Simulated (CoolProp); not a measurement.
Vapour-liquid equilibrium of CH2F2 (R32) (1) + R143a (2) at 212.8 K; x and y are mole fractions of (1).

The numbers come from the multi-fluid Helmholtz-energy mixture model, Tillner-Roth 1997 and Lemmon and Jacobsen 2000; pair parameters Bell 2016 in CoolProp.

### Question
Give the bubble pressure and the first vapour's composition at x = 0.2, 0.65, 0.95. Is there an azeotrope?

### Answer
x = 0.2: 0.5946 bar, y = 0.286; x = 0.65: 0.6654 bar, y = 0.667; x = 0.95: 0.6480 bar, y = 0.936. y crosses x between x = 0.65 and 0.8: the model has an azeotrope there.

Pair parameters are fitted to limited data, so mixtures are less certain than the pure fluids.
